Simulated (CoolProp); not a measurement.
Properties of n-hexane along the isobar 2.6 MPa (Tc = 507.8 K, pc = 3.044 MPa, ω = 0.300).

The numbers come from the reference Helmholtz-energy equation of state, Thol 2019 in CoolProp.

| T (K) | phase | viscosity (µPa s) | Prandtl number |
|---|---|---|---|
| 442.2 | liquid | 93.0 | 3.23 |
| 464.7 | liquid | 75.6 | [?] |
| 487.3 | liquid | 57.3 | 2.83 |
| 509.8 | gas | 15.5 | 1.27 |
| 532.4 | gas | [?] | 1.10 |
| 554.9 | gas | [?] | 1.03 |
| 577.5 | gas | [?] | 0.983 |
| 600 | gas | 15.6 | 0.950 |

Q: Fill in the missing entries.

A: 
- 464.7, Prandtl number: 2.99
- 532.4, viscosity (µPa s): 15.1
- 554.9, viscosity (µPa s): 15.2
- 577.5, viscosity (µPa s): 15.3

Viscosity comes from a separate model (Michailidou 2013). Thermal conductivity comes from a separate model (Assael 2013).
